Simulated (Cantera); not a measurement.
A freely propagating, adiabatic, planar premixed flame of CH₄ : CO : O₂ : N₂ : H₂O = 1 : 0.49 : 1.68 : 6.33 : 0.38 (molar parts), equivalence ratio 1.3, unburnt at 473 K and 0.540 bar; mixture-averaged transport, grid criteria slope 0.08 and curve 0.16, no radiation.

Cantera simulation using GRI-Mech 3.0 (53 species, 325 reactions); the numbers are that mechanism's predictions, not measurements. Burning velocities carry a grid error of a few per cent, more on coarse grids.

x: mole fraction of selected species; z is measured from the peak of heat release.

| z (mm) | T (K) | u (m/s) | x CH₄ | x CO | x O₂ | x CO₂ | x HCO | x H |
|---|---|---|---|---|---|---|---|---|
| -2.07 | 473 | 0.778 | 0.101 | 0.0495 | 0.170 | 9.86e-8 | <1e-8 | <1e-8 |
| -1.38 | 475 | 0.784 | 0.101 | 0.0494 | 0.169 | 3.34e-6 | <1e-8 | <1e-8 |
| -1.04 | 485 | 0.805 | 0.0994 | 0.0493 | 0.168 | 3.12e-5 | <1e-8 | <1e-8 |
| -0.690 | 567 | 0.949 | 0.0938 | 0.0503 | 0.162 | 0.000476 | <1e-8 | 1.19e-6 |
| -0.345 | 1018 | 1.74 | 0.0646 | 0.0624 | 0.126 | 0.00628 | ___ | 0.000175 |
| -0.173 | 1417 | 2.45 | 0.0350 | 0.0782 | 0.0857 | 0.0156 | ___ | 0.00104 |
| 0 | 1760 | 3.06 | 0.00916 | 0.0930 | 0.0418 | 0.0298 | ___ | 0.00415 |
| 0.173 | 1912 | 3.32 | 0.000988 | 0.0927 | 0.0161 | 0.0450 | ___ | 0.00835 |
| 0.345 | 1952 | 3.38 | 6.42e-5 | 0.0849 | 0.00674 | 0.0566 | ___ | 0.0108 |
| 0.690 | 1977 | 3.40 | 2.83e-7 | 0.0757 | 0.00279 | 0.0676 | ___ | 0.0115 |
| 1.38 | 2001 | 3.43 | <1e-8 | 0.0722 | 0.00190 | 0.0719 | ___ | 0.0104 |
| 2.76 | 2032 | 3.48 | <1e-8 | 0.0719 | 0.00134 | 0.0724 | ___ | 0.00845 |
| 5.52 | 2065 | 3.53 | <1e-8 | 0.0722 | 0.000783 | 0.0725 | ___ | 0.00613 |

Question: Complete the blanks.

Answer: 
- -0.345, x HCO: 1.01e-6
- -0.173, x HCO: 1.65e-5
- 0, x HCO: 4.87e-5
- 0.173, x HCO: 2.17e-5
- 0.345, x HCO: 2.61e-6
- 0.690, x HCO: 1.41e-7
- 1.38, x HCO: 1.07e-7
- 2.76, x HCO: 8.62e-8
- 5.52, x HCO: 6.24e-8
